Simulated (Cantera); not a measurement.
Input: 1 mol Si, 1 mol H2, equilibrated at 900 Torr.

Equilibrium computed with Cantera from the NASA thermochemical tables; the gas is ideal and each condensed phase is pure. Candidate condensed phases: Si; 9 gas species. Gases not in the tables: Si2H6 and higher silanes. Kinetics and transport are ignored.

log p: log10 of the partial pressure in bar; n: condensed amount in mol.

```csv
T (K),log p H2,log p H,log p SiH2,log p SiH,log p SiH4,log p Si,n Si(s),n Si(l)
1348,0.08,…,-6.69,-8.88,-5.92,-9.73,1.000,0
1398,0.08,…,-6.36,-8.37,-5.89,-9.11,1.000,0
1448,0.08,…,-6.05,-7.89,-5.86,-8.53,1.000,0
1498,0.08,…,-5.76,-7.45,-5.83,-8.00,1.000,0
1548,0.08,…,-5.49,-7.04,-5.81,-7.50,1.000,0
1598,0.08,…,-5.23,-6.65,-5.78,-7.03,1.000,0
1648,0.08,…,-4.99,-6.28,-5.76,-6.59,1.000,0
1698,0.08,…,-4.78,-5.95,-5.74,-6.18,0,1.000
1748,0.08,…,-4.61,-5.67,-5.77,-5.84,0,1.000
```

Q: What belongs in the gaps?

A: 
- 1348, log p H: -5.60
- 1398, log p H: -5.29
- 1448, log p H: -5.00
- 1498, log p H: -4.73
- 1548, log p H: -4.47
- 1598, log p H: -4.23
- 1648, log p H: -4.01
- 1698, log p H: -3.80
- 1748, log p H: -3.60
